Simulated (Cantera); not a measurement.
Input: 1 mol Ta2O5, 7.2 mol CO, equilibrated at 800 °C and 2100 Pa.

These are equilibrium values from Cantera (NASA tables, ideal gas, pure condensed phases), not measurements of a reactor. Kinetics and transport are ignored.

```csv
species,before,after
CO,0.997,0.988
CO2,0.00293,0.0116
"C(graphite), mol",0.0210,0.0828
"Ta2O5(s), mol",1.00,1.00
```
Gas species are given as mole fractions.

### Question
Name the change that produced these shifts.
A) temperature from 800 °C to 902 °C
B) temperature from 800 °C to 1827 °C
C) temperature from 800 °C to 727 °C
D) temperature from 800 °C to 1625 °C

### Answer
C, temperature from 800 °C to 727 °C
